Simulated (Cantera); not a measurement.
## Ammonia decomposition in nitride growth gas

A perfectly stirred reactor is fed with NH₃ : N₂ : H₂ = 1 : 3.5 : 0.01 (molar parts), at 0.200 bar; it is held at 2375 K, and followed from long to short residence time.

Detailed kinetics in Cantera: the gas-phase N/H chemistry of the illustrative SiF4/NH3 mechanism in the Surface Chemkin manual (1991). Walls and surfaces, which speed up NH3 decomposition in real reactors, are not modelled.

| τ (s) | x NH₃ | x N₂H₄ | x NH₂ | x N₂ | x NH | x N |
|---|---|---|---|---|---|---|
| 12 | 2.28e-5 | <1e-12 | 4.36e-6 | 0.720 | 5.19e-6 | 1.20e-5 |
| 3.8 | 4.85e-5 | <1e-12 | 8.49e-6 | 0.721 | 9.24e-6 | 1.97e-5 |
| 1.2 | 0.000168 | 3.22e-12 | 2.11e-5 | 0.722 | 1.64e-5 | 2.51e-5 |
| 0.35 | 0.00215 | 6.68e-11 | 9.59e-5 | 0.725 | 2.61e-5 | 1.40e-5 |
| 0.11 | 0.0102 | 4.76e-10 | 0.000256 | 0.727 | 3.82e-5 | 1.13e-5 |
| 0.033 | 0.0334 | 2.38e-9 | 0.000572 | 0.733 | 5.56e-5 | 1.08e-5 |
| 0.0099 | 0.0829 | 8.78e-9 | 0.00110 | 0.744 | 7.33e-5 | 1.01e-5 |
| 0.0030 | 0.147 | 2.22e-8 | 0.00175 | 0.759 | 8.02e-5 | 7.75e-6 |
| 0.00092 | 0.192 | 3.98e-8 | 0.00234 | 0.769 | 6.94e-5 | 4.00e-6 |
| 0.00028 | 0.212 | 4.69e-8 | 0.00254 | 0.773 | 4.78e-5 | 1.28e-6 |
x: mole fraction; the columns are a selection and need not sum to one.
